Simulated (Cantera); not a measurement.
# Premixed flame

A freely propagating, adiabatic, planar premixed flame of 4.32 % C3H8, 19.7 % O2, 73.9 % N2, 2.16 % H2O, unburnt at 700 K and 1.01 bar; mixture-averaged transport, grid criteria slope 0.08 and curve 0.16, no radiation.

Detailed kinetics in Cantera: GRI-Mech 3.0 (53 species, 325 reactions). GRI-Mech 3.0 was tuned for natural gas; its chemistry of propane as a main component is partial and can be far from experiment. Burning velocities carry a grid error of a few per cent, more on coarse grids.

```
z (mm)   T (K)  u (m/s)    x C3H8    x O2   x H2O     x H2   x CH2CO    x N2O
-------  -----  -------  --------  ------  ------  -------  --------  -------
-0.753     700     2.08    0.0432   0.196  0.0216  0.00121     <1e-8    <1e-8
-0.502     701     2.09    0.0431   0.196  0.0218  0.00370   1.72e-7    <1e-8
-0.377     705     2.11    0.0429   0.195  0.0225  0.00667   1.19e-6    <1e-8
-0.251     735     2.21    0.0423   0.191  0.0266   0.0126   1.45e-5    <1e-8
-0.126    1007     3.12    0.0328   0.162  0.0533   0.0239  0.000359    <1e-8
-0.0628   1387     4.45    0.0122   0.120  0.0864   0.0302   0.00131  1.31e-8
0         1781     5.86  0.000489  0.0708   0.121   0.0311   0.00147  3.33e-8
0.0628    1975     6.54   9.39e-7  0.0400   0.139   0.0258  0.000372  5.79e-8
0.126     2032     6.71     <1e-8  0.0266   0.145   0.0218   3.58e-5  7.59e-8
0.251     2074     6.81     <1e-8  0.0187   0.145   0.0205   1.59e-7  8.35e-8
0.502     2127     6.94     <1e-8  0.0153   0.145   0.0207     <1e-8  8.10e-8
1.00      2193     7.12     <1e-8  0.0131   0.149   0.0196     <1e-8  8.28e-8
2.01      2270     7.33     <1e-8  0.0106   0.154   0.0177     <1e-8  8.86e-8
```
x: mole fraction of selected species; z is measured from the peak of heat release.

```json
{
  "laminar_burning_velocity": "208 cm/s",
  "thermal_thickness": "0.251 mm",
  "peak x(H2)": "0.0318",
  "peak x(CH2CO)": "0.00171",
  "grid_points": "146"
}
```
